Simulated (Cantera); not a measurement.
Mixture: CH4 : O2 : N2 = 1 : 3.77 : 14.2 (molar parts), equivalence ratio 0.53, at 0.510 bar, adiabatic and at constant volume. Ignition delay is the time to a rise of 400 K.

Model: GRI-Mech 3.0 (53 species, 325 reactions), integrated in Cantera.

**Question.** What does this change do: pressure from 0.510 bar to 10.0 bar?

**Answer.** 
```
quantity                                                before       after
--------------------------------------------------  ----------  ----------
delay at 1025 K                                        0.980 s     44.4 ms
delay at 1075 K                                        0.406 s     19.7 ms
delay at 1125 K                                        0.176 s     9.44 ms
delay at 1175 K                                        80.3 ms     4.80 ms
delay at 1225 K                                        38.3 ms     2.56 ms
delay at 1275 K                                        19.1 ms     1.42 ms
delay at 1325 K                                        10.0 ms    0.809 ms
apparent activation energy between 1225 and 1325 K  180 kJ/mol  160 kJ/mol
```

**Question.** What does this change do: pressure from 0.510 bar to 12.0 bar?

**Answer.** 
| quantity | before | after |
|---|---|---|
| delay at 1025 K | 0.980 s | 37.0 ms |
| delay at 1075 K | 0.406 s | 16.3 ms |
| delay at 1125 K | 0.176 s | 7.80 ms |
| delay at 1175 K | 80.3 ms | 3.97 ms |
| delay at 1225 K | 38.3 ms | 2.12 ms |
| delay at 1275 K | 19.1 ms | 1.18 ms |
| delay at 1325 K | 10.0 ms | 0.678 ms |
| apparent activation energy between 1225 and 1325 K | 180 kJ/mol | 150 kJ/mol |
The pressure lies above the range GRI-Mech 3.0 was tuned for (to about 10 atm).
